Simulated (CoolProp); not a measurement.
Vapour-liquid equilibrium of n-heptane (1) + o-xylene (2) at 371.5 K; x and y are mole fractions of (1).

Values from CoolProp's multi-fluid Helmholtz-energy mixture model, Span 2003 and Zhou 2012; pair parameters Bell 2016.

**Question.** Give the bubble pressure and the first vapour's composition at x = 0.15, 0.55, 0.85. Is there an azeotrope?

**Answer.** x = 0.15: 0.4067 bar, y = 0.466; x = 0.55: 0.7139 bar, y = 0.818; x = 0.85: 0.9113 bar, y = 0.945. No azeotrope shows between x = 0.05 and 0.95.

The pair parameters rest on a limited set of measurements; away from them the model extrapolates.
